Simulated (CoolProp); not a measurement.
Vapour-liquid equilibrium of isobutene (1) + n-butane (2) at 265.1 K; x and y are mole fractions of (1).

Model: multi-fluid Helmholtz-energy mixture model, Lemmon 2005 and Bücker 2006; pair parameters Bell 2016, in CoolProp.

Problem. Give the bubble pressure and the first vapour's composition at x = 0.2, 0.275, 0.575. Is there an azeotrope?

Solution. x = 0.2: 0.08067 MPa, y = 0.249; x = 0.275: 0.08249 MPa, y = 0.332; x = 0.575: 0.08906 MPa, y = 0.630. No azeotrope shows between x = 0.05 and 0.95.

The pair parameters rest on a limited set of measurements; away from them the model extrapolates.
